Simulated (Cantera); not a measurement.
Mixture: 5.35 % CO, 0.417 % H₂, 1.60 % CH₄, 11.9 % O₂, 63.1 % N₂, 17.6 % H₂O, at 4.93 atm, adiabatic and at constant pressure. Ignition delay is the time to a rise of 400 K.

Detailed kinetics in Cantera: GRI-Mech 3.0 (53 species, 325 reactions).

**Question.** Predict: delay at 1298 K; delay at 1348 K; delay at 1398 K; delay at 1448 K; delay at 1498 K; delay at 1548 K; delay at 1598 K; apparent activation energy between 1498 and 1598 K.

**Answer.** 
| Property | Value |
|---|---|
| delay at 1298 K | 0.579 ms |
| delay at 1348 K | 0.372 ms |
| delay at 1398 K | 0.248 ms |
| delay at 1448 K | 0.170 ms |
| delay at 1498 K | 0.120 ms |
| delay at 1548 K | 86.2 µs |
| delay at 1598 K | 63.7 µs |
| apparent activation energy between 1498 and 1598 K | 130 kJ/mol |
